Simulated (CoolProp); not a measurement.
A single-stage vapour-compression cycle with the fluid: evaporating at 319.15 K (dew point), condensing at 343.15 K (bubble point), superheat 8 K, subcooling 0 K, compressor efficiency 0.7, no pressure losses. The same conditions are run with several fluids, on thermodynamics alone (safety and materials aside).

The numbers come from the reference Helmholtz-energy equation of state of each fluid (the fluoroketone C6F12O (FK-5-1-12): McLinden 2015; 1,2-dichloroethane: Thol 2015; R236EA: Rui 2013; n-pentane: Thol 2019; R22: Kamei 1995; R21: Platzer 1990) in CoolProp. The equations of Platzer and Polt are older, rougher fits.

```csv
fluid,cooling COP,pressure ratio,discharge temperature (K),refrigerating effect (kJ/kg),volumetric capacity (kJ/m³)
the fluoroketone C6F12O (FK-5-1-12),7.76,2.18,343.2,68.9,770
"1,2-dichloroethane",8.78,2.45,369.6,319,311
R236EA,8.02,1.93,349.2,120,3020
n-pentane,8.43,2.02,349.5,305,1200
R22,7.14,1.69,365.1,132,9600
R21,8.47,1.91,368.1,196,2840
```

The compression ends wet for: the fluoroketone C6F12O (FK-5-1-12).
